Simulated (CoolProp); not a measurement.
Vapour-liquid equilibrium of R143a (1) + propane (2) at 14.75 °C; x and y are mole fractions of (1).

Model: multi-fluid Helmholtz-energy mixture model, Lemmon and Jacobsen 2000 and Lemmon 2009; pair parameters Bell 2016, in CoolProp.

```json
[
 {"x": "0.05", "bubble pressure (MPa)": "0.8202", "y at the bubble point": "0.137", "dew pressure at overall composition x (MPa)": "0.7587", "liquid density (mol/L)": "11.44"},
 {"x": "0.125", "bubble pressure (MPa)": "0.9228", "y at the bubble point": "0.266", "dew pressure at overall composition x (MPa)": "0.8111", "liquid density (mol/L)": "11.33"},
 {"x": "0.2", "bubble pressure (MPa)": "0.9933", "y at the bubble point": "0.350", "dew pressure at overall composition x (MPa)": "0.8685", "liquid density (mol/L)": "11.23"},
 {"x": "0.275", "bubble pressure (MPa)": "1.042", "y at the bubble point": "0.412", "dew pressure at overall composition x (MPa)": "0.9299", "liquid density (mol/L)": "11.15"},
 {"x": "0.35", "bubble pressure (MPa)": "1.076", "y at the bubble point": "0.461", "dew pressure at overall composition x (MPa)": "0.9930", "liquid density (mol/L)": "11.09"},
 {"x": "0.425", "bubble pressure (MPa)": "1.100", "y at the bubble point": "0.504", "dew pressure at overall composition x (MPa)": "1.052", "liquid density (mol/L)": "11.05"},
 {"x": "0.5", "bubble pressure (MPa)": "1.115", "y at the bubble point": "0.546", "dew pressure at overall composition x (MPa)": "1.098", "liquid density (mol/L)": "11.04"},
 {"x": "0.575", "bubble pressure (MPa)": "1.122", "y at the bubble point": "0.588", "dew pressure at overall composition x (MPa)": "1.121", "liquid density (mol/L)": "11.04"},
 {"x": "0.65", "bubble pressure (MPa)": "1.122", "y at the bubble point": "0.634", "dew pressure at overall composition x (MPa)": "1.120", "liquid density (mol/L)": "11.08"},
 {"x": "0.725", "bubble pressure (MPa)": "1.112", "y at the bubble point": "0.686", "dew pressure at overall composition x (MPa)": "1.099", "liquid density (mol/L)": "11.14"},
 {"x": "0.8", "bubble pressure (MPa)": "1.091", "y at the bubble point": "0.747", "dew pressure at overall composition x (MPa)": "1.067", "liquid density (mol/L)": "11.22"},
 {"x": "0.875", "bubble pressure (MPa)": "1.056", "y at the bubble point": "0.822", "dew pressure at overall composition x (MPa)": "1.028", "liquid density (mol/L)": "11.33"},
 {"x": "0.95", "bubble pressure (MPa)": "1.004", "y at the bubble point": "0.918", "dew pressure at overall composition x (MPa)": "0.9856", "liquid density (mol/L)": "11.46"}
]
```

y crosses x between x = 0.575 and 0.65: the model has an azeotrope there.

The pair parameters rest on a limited set of measurements; away from them the model extrapolates.
